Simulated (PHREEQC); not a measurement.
Model water analysis in mmol/kgw, 25 °C, pH 7.05, pe -0.1:

```
constituent           mmol/kgw
--------------------  --------
Na                        1.69
K                       0.0557
Ca                       0.248
Mg                        1.48
Cl                        3.63
S(6)                     0.061
Alkalinity (meq/kgw)      1.33
Sr                      0.0346
Ba                      0.0102
Mn(2)                   0.0677
Fe(2)                   0.0892
```

Valence states are taken as typed.

Equilibrium calculation in PHREEQC: ion-association model, phreeqc.dat.

```json
{
  "ionic_strength": "0.00722 mol/kgw",
  "specific_conductance": "584 µS/cm",
  "charge_balance_error": "5.0 %"
}
```

```tsv
species	molality	activity	log γ
Cl-	0.00363	0.00332	-0.039
Na+	0.00169	0.00155	-0.038
Mg+2	0.00145	0.00103	-0.149
HCO3-	0.00129	0.00118	-0.038
Ca+2	0.000244	0.000172	-0.151
CO2	0.000236	0.000237	0.001
Fe+2	8.01e-5	5.69e-5	-0.148
Mn+2	5.98e-5	4.25e-5	-0.148
K+	5.57e-5	5.09e-5	-0.039
```

No solid was allowed to form. Examples of supersaturated solids here: Rhodochrosite, Siderite. Others may be too. Complexes and solids missing from the database can't appear.
